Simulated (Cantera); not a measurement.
Charge: 1 mol SiH₂Cl₂, 22 mol N₂, 1.5 mol H₂, equilibrated at 6.15 Torr.

Cantera equilibrium calculation (NASA polynomials, part measured and part estimated; ideal gas, pure solids and liquids). Candidate condensed phases: NH₄Cl, Si, Si₃N₄; 28 gas species. N₂ is the only nitrogen source here; it is nearly inert below about 1500 K, so the nitride shown seldom forms there in practice. Gases not in the tables: Si₂H₆ and higher silanes. The numbers say what is thermodynamically allowed, not how fast it happens.

Question: What share of the Si ends up in condensed phases as a function of T (K), at 850, 1050, 1250, 1450, 1650, 1850, 2050?

Answer: 
```tsv
T (K)	Si condensed (%)	as
850	97.1	Si₃N₄(s)
1050	98.6	Si₃N₄(s)
1250	98.6	Si₃N₄(s)
1450	88.3	Si₃N₄(s)
1650	54.4	Si₃N₄(s)
1850	32.2	Si(l)
2050	9.0	Si(l)
```
